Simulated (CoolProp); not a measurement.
The fluoroketone C6F12O (FK-5-1-12) at 293.15 K and 0.0245 MPa is compressed adiabatically to 0.188 MPa with isentropic efficiency 0.75. Each further row changes one setting.

Computed with CoolProp (reference Helmholtz-energy equation of state, McLinden 2015).

```json
[
 {"case": "as stated", "work (kJ/kg)": "___", "final phase": "two-phase, vapour fraction 0.751", "final density (kg/m³)": "___"},
 {"case": "efficiency 1", "work (kJ/kg)": "14.3", "final phase": "two-phase, vapour fraction 0.693", "final density (kg/m³)": "33.3"},
 {"case": "efficiency 0.65", "work (kJ/kg)": "___", "final phase": "two-phase, vapour fraction 0.787", "final density (kg/m³)": "29.4"}
]
```

Q: Some entries are withheld; supply them.

A: 
- as stated, work (kJ/kg): 19.0
- as stated, final density (kg/m³): 30.8
- efficiency 0.65, work (kJ/kg): 22.0
